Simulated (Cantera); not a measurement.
## Moist CO burnout

An isothermal, constant-pressure homogeneous reactor starts with CO : O2 : H2O : N2 : H2 = 0.0042 : 0.099 : 0.00014 : 1 : 0.07 (molar parts), equivalence ratio 0.37, at 998 K and 0.148 atm.

Model: GRI-Mech 3.0 (53 species, 325 reactions), integrated in Cantera. The temperature is held fixed by assumption; the heat of reaction is taken as removed at once.

```tsv
t (s)	x CO	x O2	x H2O	x NO2	x OH	x NO	x H
0.000400	0.00358	0.0844	0.000119	<1e-12	1.18e-10	<1e-12	1.41e-9
0.00118	0.00358	0.0844	0.000121	<1e-12	9.45e-8	<1e-12	1.12e-6
0.00351	0.00219	0.0575	0.0538	5.02e-11	0.000803	6.88e-7	0.00586
0.0104	0.00109	0.0551	0.0613	2.05e-9	9.34e-5	7.91e-7	4.46e-5
0.0308	0.000709	0.0548	0.0616	8.35e-9	3.73e-5	7.86e-7	4.88e-6
0.0911	0.000360	0.0546	0.0617	1.63e-8	2.32e-5	7.78e-7	1.22e-6
0.270	0.000105	0.0545	0.0617	2.81e-8	1.34e-5	7.66e-7	2.01e-7
0.798	1.65e-5	0.0545	0.0617	3.60e-8	6.01e-6	7.58e-7	1.47e-8
2.36	1.75e-6	0.0545	0.0617	2.49e-8	2.32e-6	7.70e-7	6.90e-10
7.00	1.36e-7	0.0545	0.0617	1.07e-8	9.15e-7	7.84e-7	3.30e-11
```
x: mole fraction; the columns are a selection and need not sum to one.

Equilibrium at this temperature and pressure: CO 2.34e-12, O2 0.0545, H2O 0.0617, NO2 1.78e-7, OH 9.99e-8, NO 1.66e-5, H <1e-12 (gas phase only).
